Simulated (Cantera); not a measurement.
Equilibrium for thermal oxidation and active oxidation of silicon: Si + N2O + H2

Feed: 1 mol Si, 0.1 mol N2O, 25 mol H2, held at 0.000975 Torr.

Method: chemical equilibrium by Gibbs-energy minimisation in Cantera with the NASA 1993 tables (ideal gas, pure condensed phases). Candidate condensed phases: H2O, Si, SiO2, Si2N2O, Si3N4; 35 gas species. Equilibrium is a limit: real reactors are often held back by kinetics, nucleation or transport.

| T (K) | x H2 | x H | x Si | x SiO | x N2 | x SiH | x Si2 | x Si3 | n Si(s) |
|---|---|---|---|---|---|---|---|---|---|
| 1350 | 0.990 | 0.00208 | 0.000153 | 0.00396 | 0.00396 | 1.11e-6 | 5.95e-8 | 7.63e-9 | 0.896 |
| 1425 | 0.985 | 0.00594 | 0.00124 | 0.00395 | 0.00395 | 6.23e-6 | 9.01e-7 | 1.39e-7 | 0.868 |
| 1500 | 0.969 | 0.0152 | 0.00810 | 0.00391 | 0.00390 | 2.92e-5 | 1.04e-5 | 1.88e-6 | 0.691 |
| 1575 | 0.924 | 0.0350 | 0.0336 | 0.00376 | 0.00376 | 8.81e-5 | 5.45e-5 | 8.70e-6 | 0 |
| 1650 | 0.885 | 0.0749 | 0.0331 | 0.00369 | 0.00369 | 6.48e-5 | 1.79e-5 | 6.84e-7 | 0 |
| 1725 | 0.814 | 0.147 | 0.0319 | 0.00355 | 0.00355 | 4.69e-5 | 6.21e-6 | 6.30e-8 | 0 |
| 1800 | 0.701 | 0.263 | 0.0299 | 0.00333 | 0.00333 | 3.26e-5 | 2.21e-6 | 6.45e-9 | 0 |
| 1875 | 0.543 | 0.424 | 0.0272 | 0.00302 | 0.00302 | 2.11e-5 | 7.94e-7 | 7.07e-10 | 0 |
| 1950 | 0.364 | 0.607 | 0.0240 | 0.00267 | 0.00267 | 1.26e-5 | 2.88e-7 | 8.31e-11 | 0 |
| 2025 | 0.207 | 0.767 | 0.0212 | 0.00236 | 0.00236 | 7.05e-6 | 1.11e-7 | 1.11e-11 | 0 |
x: gas mole fraction; n: condensed amount in mol.

From 1350 K to 1500 K the condensed part is Si(s). From 1575 K to 2025 K nothing is condensed. The main Si-bearing gas is SiO at 1350 K and Si at 2025 K.
